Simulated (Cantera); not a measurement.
A perfectly stirred reactor is fed with NO : N₂ = 1 : 0.1 (molar parts), at 173 Torr; it is held at 1675 K, and followed from long to short residence time.

Model: GRI-Mech 3.0 (53 species, 325 reactions), integrated in Cantera.

Problem. What does this change do: pressure from 173 Torr to 36.0 Torr?

Solution. 
| quantity | before | after |
|---|---|---|
| x(NO) at τ = 9.00 s | 0.739 | 0.861 |
| x(NO₂) at τ = 9.00 s | 0.000749 | 0.000212 |
| x(O) at τ = 9.00 s | 2.22e-5 | 3.16e-5 |
| x(N₂) at τ = 9.00 s | 0.175 | 0.115 |
| x(N₂O) at τ = 9.00 s | 0.000192 | 0.000249 |
| x(NO) at τ = 60.0 ms | 0.907 | 0.909 |
| x(NO₂) at τ = 60.0 ms | 0.000219 | 6.22e-5 |
| x(O) at τ = 60.0 ms | 6.70e-6 | 1.36e-5 |
| x(N₂) at τ = 60.0 ms | 0.0915 | 0.0910 |
| x(N₂O) at τ = 60.0 ms | 0.000219 | 0.000106 |
Radical loss at walls, strong at low pressure, is not modelled.

Problem. What does this change do: temperature 1675 to 2150 K?

Solution. 
```json
[
 {"quantity": "x(NO) at τ = 9.00 s", "before": "0.739", "after": "0.0584"},
 {"quantity": "x(NO₂) at τ = 9.00 s", "before": "0.000749", "after": "5.42e-5"},
 {"quantity": "x(O) at τ = 9.00 s", "before": "2.22e-5", "after": "0.00267"},
 {"quantity": "x(N₂) at τ = 9.00 s", "before": "0.175", "after": "0.516"},
 {"quantity": "x(N₂O) at τ = 9.00 s", "before": "0.000192", "after": "1.34e-6"},
 {"quantity": "x(NO) at τ = 60.0 ms", "before": "0.907", "after": "0.785"},
 {"quantity": "x(NO₂) at τ = 60.0 ms", "before": "0.000219", "after": "0.000290"},
 {"quantity": "x(O) at τ = 60.0 ms", "before": "6.70e-6", "after": "0.00119"},
 {"quantity": "x(N₂) at τ = 60.0 ms", "before": "0.0915", "after": "0.153"},
 {"quantity": "x(N₂O) at τ = 60.0 ms", "before": "0.000219", "after": "0.000251"}
]
```
